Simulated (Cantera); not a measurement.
# Oxide etching and cleaning by halides: B2O3 + HF + H2

Feed: 1 mol B2O3, a varied amount of HF, 1 mol H2, held at 1223.15 K and 0.100 bar.

Method: chemical equilibrium by Gibbs-energy minimisation in Cantera with the NASA 1993 tables (ideal gas, pure condensed phases). Candidate condensed phases: B, B2O3, B3O3H3, H2O; 43 gas species. Gases not in the tables: H3BO3. The numbers say what is thermodynamically allowed, not how fast it happens.

```csv
n(HF) (mol),log p H2,log p HF,log p H2O,log p BF3,log p B3O3F3,log p BOF,log p HBO2,n B2O3(l)
1.3,-1.34,-1.65,-1.73,-1.96,-2.84,-3.19,-3.80,0.825
2.3,-1.49,-1.57,-1.63,-1.86,-2.74,-3.16,-3.75,0.688
3.3,-1.60,-1.52,-1.58,-1.81,-2.69,-3.14,-3.73,0.550
4.3,-1.69,-1.50,-1.55,-1.78,-2.66,-3.13,-3.71,0.412
5.3,-1.76,-1.49,-1.53,-1.76,-2.64,-3.12,-3.71,0.274
6.3,-1.82,-1.47,-1.52,-1.75,-2.63,-3.12,-3.70,0.136
7.3,-1.88,-1.47,-1.51,-1.74,-2.62,-3.12,-3.70,0
8.3,-1.93,-1.43,-1.52,-1.73,-2.86,-3.20,-3.83,0
9.3,-1.97,-1.39,-1.54,-1.73,-3.15,-3.29,-3.98,0
10,-2.00,-1.36,-1.55,-1.74,-3.38,-3.37,-4.10,0
```
log p: log10 of the partial pressure in bar; n: condensed amount in mol.

From 1.3 mol HF to 6.3 mol HF the condensed part is B2O3(l). From 7.3 mol HF to 10 mol HF nothing is condensed.
